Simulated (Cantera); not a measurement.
Feed: 1 mol C₂H₆, 0.04 mol O₂, at 7.50 Torr.

Method: chemical equilibrium by Gibbs-energy minimisation in Cantera with the NASA 1993 tables (ideal gas, pure condensed phases). Candidate condensed phases: C, C₆H₆, C₇H₈, C₈H₁₈, H₂O; 110 gas species. Equilibrium is a limit: real reactors are often held back by kinetics, nucleation or transport.

Question: At 2623 K, list the 4 most abundant gas species with their mole fractions, and the condensed phases.

Answer: H₂ 0.631, H 0.335, CO 0.0216, C₂H₂ (acetylene) 0.0112. Condensed: C(graphite).
